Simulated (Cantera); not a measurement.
Input: 1 mol KOH, 7.2 mol H2O, 0.017 mol CO2, held at 0.100 bar.

These are equilibrium values from Cantera (NASA tables, ideal gas, pure condensed phases), not measurements of a reactor. Candidate condensed phases: C, C6H6, C7H8, C8H18, H2O, K, KOH, KO2, K2CO3, K2O, K2O2; 116 gas species. Mutual solubility and eutectic melting of coexisting phases are not modelled. Equilibrium is a limit: real reactors are often held back by kinetics, nucleation or transport.

Which condensed phases are stable at each of these points (T (K)): 750, 850, 950, 1050, 1150, 1250, 1350, 1450, 1550, 1650, 1750, 1850, 1950, 2050?


```tsv
T (K)	condensed phases	K condensed (%)
750	KOH(l) + K2CO3(s)	100.0
850	KOH(l) + K2CO3(s)	99.6
950	KOH(l) + K2CO3(s)	96.1
1050	KOH(l) + K2CO3(s)	75.0
1150	K2CO3(s)	2.7
1250	gas only	0.0
1350	gas only	0.0
1450	gas only	0.0
1550	gas only	0.0
1650	gas only	0.0
1750	gas only	0.0
1850	gas only	0.0
1950	gas only	0.0
2050	gas only	0.0
```

From 750 K to 1050 K the condensed part is KOH(l) + K2CO3(s). At 1150 K the condensed part is K2CO3(s). From 1250 K to 2050 K nothing is condensed.
